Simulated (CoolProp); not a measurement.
Saturation properties of nitrous oxide (Tc = 36.4 °C, pc = 7.245 MPa, ω = 0.161).

Model: reference Helmholtz-energy equation of state, Lemmon 2006, in CoolProp. It is a short technical equation, of lower accuracy than the large ones.

```
T (°C)  p (MPa)  vapour density (kg/m³)  enthalpy of vaporisation (kJ/kg)  liquid cp (kJ/(kg K))  surface tension (mN/m)
------  -------  ----------------------  --------------------------------  ---------------------  ----------------------
-72.95   0.2360                   6.554                             356.1                    ___                    20.2
-67.05   0.3134                     ___                             348.8                  1.749                    18.9
-61.25   0.4071                   10.94                             341.4                  1.763                    17.7
-55.35   0.5227                   13.86                             333.4                  1.781                    16.4
-49.55   0.6589                   17.30                             325.3                  1.801                    15.1
-43.65   0.8231                   21.44                             316.6                  1.826                     ___
-37.85    1.012                   26.23                             307.6                  1.856                    12.7
-31.95    1.236                   31.96                             298.0                  1.891                    11.5
-26.15    1.489                   38.54                             287.9                  1.932                    10.3
-20.25    1.784                   46.37                             277.0                  1.982                    9.17
```

### Question
What belongs in the gaps?

### Answer

- -72.95, liquid cp (kJ/(kg K)): 1.737
- -67.05, vapour density (kg/m³): 8.549
- -43.65, surface tension (mN/m): 13.9

It boils at -88.5 °C under 1 atm.

Surface tension comes from a separate correlation (Mulero 2012).
